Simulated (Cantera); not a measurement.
Input (Python, Cantera) and output of one run.

```python
import numpy as np
import cantera as ct

gas_names = [...]  # 109 gases of nasa_gas.yaml made of C, Cl, H, Si
cond_names = """
    C(gr) C6H6(L) C7H8(L) C8H18(L),n-octa Si(cr) Si(L) SiC(b)
""".split()


# ... load() reads the species with a 1 bar reference pressure and builds the phases ...
atoms = {
    'SiHCl3': {'Si': 1, 'H': 1, 'CL': 3},
    'H2': {'H': 2},
    'C2H2': {'C': 2, 'H': 2},
}
top_T = {'C(gr)': 4500, 'SiC(b)': 3050}  # K; cautious upper limits of use, not melting points


# ... equilibrate(T, P, feed) seeds the gas with the atoms and calls Mixture.equilibrate('TP', solver="vcs", rtol=1e-11, max_steps=5000) ...
results = []
feed = {'SiHCl3': 1, 'H2': 1500, 'C2H2': 0.018}  # mol
P = 11000  # Pa
for T in [1175, 1375, 1575, 1775, 1975, 2175, 2375]:
    mix = equilibrate(T, P, feed)
    results.append((T, P, feed, dict(zip(mix.species_names, mix.species_moles))))
    x = sorted(zip(gas.X, gas.species_names), reverse=True)
    print(f"T = {T:g} K  P = {P:g} Pa  gas = {mix.phase_moles(0):.4g} mol")
    print("   x: " + "  ".join(f"{s} {v:.3e}" for v, s in x if v > 1e-05))
    print("   condensed (mol): " + ("  ".join(f"{mix.phase(i).name} {mix.phase_moles(i):.4g}"
          for i in range(1, mix.n_phases) if mix.phase_moles(i) > 1e-12) or "none"))
```

It prints:

```
T = 1175 K  P = 11000 Pa  gas = 1502 mol
   x: H2 9.980e-01  HCL 1.975e-03
   condensed (mol): Si(cr) 0.9518  SiC(b) 0.03145
T = 1375 K  P = 11000 Pa  gas = 1502 mol
   x: H2 9.980e-01  HCL 1.974e-03  SiCL2 1.125e-05  H 1.032e-05
   condensed (mol): Si(cr) 0.9495  SiC(b) 0.03249
T = 1575 K  P = 11000 Pa  gas = 1502 mol
   x: H2 9.979e-01  HCL 1.970e-03  H 1.252e-04  SiCL2 1.319e-05
   condensed (mol): Si(cr) 0.9394  SiC(b) 0.0331
T = 1775 K  P = 11000 Pa  gas = 1503 mol
   x: H2 9.971e-01  HCL 1.969e-03  H 8.714e-04  SiH2 2.496e-05  Si 1.996e-05  SiCL2 1.245e-05
   condensed (mol): Si(L) 0.8657  SiC(b) 0.03252
T = 1975 K  P = 11000 Pa  gas = 1506 mol
   x: H2 9.934e-01  H 4.112e-03  HCL 1.961e-03  Si 2.939e-04  SiH2 9.133e-05  SiH 6.993e-05
   condensed (mol): Si(L) 0.2409  SiC(b) 0.01616
T = 2175 K  P = 11000 Pa  gas = 1514 mol
   x: H2 9.828e-01  H 1.459e-02  HCL 1.953e-03  Si 5.144e-04  SiH 7.862e-05  SiH2 5.104e-05  CL 2.116e-05
   condensed (mol): none
T = 2375 K  P = 11000 Pa  gas = 1535 mol
   x: H2 9.558e-01  H 4.157e-02  HCL 1.893e-03  Si 5.663e-04  SiH 5.923e-05  CL 5.885e-05  SiH2 2.137e-05  C2H2,acetylene 1.053e-05
   condensed (mol): none
```

Equilibrium computed with Cantera from the NASA thermochemical tables; the gas is ideal and each condensed phase is pure. Mutual solubility and eutectic melting of coexisting phases are not modelled. Gases not in the tables: Si2H6 and higher silanes.
